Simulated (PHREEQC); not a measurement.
Solution (25 °C): 0.042 mol HF, 0.27 mol NaF, 2.6e-06 mol H4SiO4 and 0.0027 mol H3PO4 per kg of water. Closed to the air; pH follows from the charge balance.

The numbers come from PHREEQC with the ion-association model, phreeqc.dat.

This is a speciation only: nothing precipitates in the calculation.

Q: Predict the pH.

A: pH 3.98.

Q: In which forms is P present?

A: H2PO4- 99 %, H3PO4 1.1 % of the P.

Complexes and solids missing from the database can't appear. SiF6-2 is the database's only silicon fluoride.
